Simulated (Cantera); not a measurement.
What does this Cantera script print?

```python
import numpy as np
import cantera as ct

gas_names = """
    H H2 Si SiH SiH2 SiH3 SiH4 Si2 Si3
""".split()
cond_names = """
    Si(cr) Si(L)
""".split()


# ... load() reads the species with a 1 bar reference pressure and builds the phases ...
atoms = {
    'Si3H8': {'Si': 3, 'H': 8},
    'H2': {'H': 2},
}
top_T = {}  # K; cautious upper limits of use, not melting points


# ... equilibrate(T, P, feed) seeds the gas with the atoms and calls Mixture.equilibrate('TP', solver="vcs", rtol=1e-11, max_steps=5000) ...
results = []
feed = {'Si3H8': 1, 'H2': 160}  # mol
P = 10000  # Pa
for T in [825, 925, 1025, 1125, 1225, 1325, 1425, 1525, 1625, 1725]:
    mix = equilibrate(T, P, feed)
    results.append((T, P, feed, dict(zip(mix.species_names, mix.species_moles))))

top = {s: max(r[3][s] / sum(r[3][g] for g in gas_names) for r in results) for s in gas_names}
cols = sorted((s for s in top if top[s] > 1e-06), key=lambda s: -top[s])[:9]
seen = [c for c in cond_names if any(r[3].get(c, 0) > 1e-12 for r in results)]
print("log10 of partial pressures in bar; condensed amounts in mol")
print(f"{'T/K':>10s}" + "".join(f"{s[:9]:>10s}" for s in cols + seen))
for T, P, feed, n in results:
    ng = sum(n[g] for g in gas_names)
    print(f"{T:10.4g}" + "".join(f"{np.log10(max(n[s] / ng * P / 1e5, 1e-99)):10.3f}" for s in cols)
          + "".join(f"{n.get(c, 0):10.4g}" for c in seen))
```

It prints:

```
log10 of partial pressures in bar; condensed amounts in mol
       T/K        H2         H      SiH2        Si       SiH    Si(cr)     Si(L)
       825    -1.000   -11.601   -13.705   -20.718   -18.532         3         0
       925    -1.000   -10.084   -12.051   -17.649   -15.983         3         0
      1025    -1.000    -8.861   -10.720   -15.181   -13.936         3         0
      1125    -1.000    -7.852    -9.626   -13.154   -12.256         3         0
      1225    -1.000    -7.006    -8.710   -11.461   -10.853         3         0
      1325    -1.000    -6.286    -7.934   -10.025    -9.665         3         0
      1425    -1.000    -5.666    -7.266    -8.793    -8.645         3         0
      1525    -1.000    -5.126    -6.687    -7.724    -7.762         3         0
      1625    -1.000    -4.652    -6.180    -6.788    -6.989     2.998         0
      1725    -1.000    -4.231    -5.764    -5.993    -6.339         0     2.995
```

Equilibrium computed with Cantera from the NASA thermochemical tables; the gas is ideal and each condensed phase is pure. The feed counts by its element totals alone. Gases not in the tables: Si2H6 and higher silanes.
